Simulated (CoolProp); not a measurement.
Chloromethane (R40) at 298.15 K and 0.0869 MPa is throttled through a valve to 0.0562 MPa with no heat exchange. Each further row changes one setting.

Model: reference Helmholtz-energy equation of state, Thol 2014, in CoolProp.

```json
[
 {"case": "as stated", "temperature change (K)": "-1.1", "final density (kg/m³)": "1.16"},
 {"case": "outlet pressure 0.0169 MPa", "temperature change (K)": "-2.6", "final density (kg/m³)": "0.348"},
 {"case": "outlet pressure 0.0731 MPa", "temperature change (K)": "-0.5", "final density (kg/m³)": "1.51"}
]
```
